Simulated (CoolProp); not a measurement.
Vapour-liquid equilibrium of ethylene (1) + 1-butene (2) at 261 K; x and y are mole fractions of (1).

The numbers come from the multi-fluid Helmholtz-energy mixture model, Smukala 2000 and Lemmon 2005; pair parameters Bell 2016 in CoolProp.

**Question.** Give the bubble pressure and the first vapour's composition at x = 0.125, 0.875, 0.95. Is there an azeotrope?

**Answer.** x = 0.125: 389.5 kPa, y = 0.801; x = 0.875: 2554 kPa, y = 0.988; x = 0.95: 2846 kPa, y = 0.995. No azeotrope shows between x = 0.05 and 0.95.

Pair parameters are fitted to limited data, so mixtures are less certain than the pure fluids.
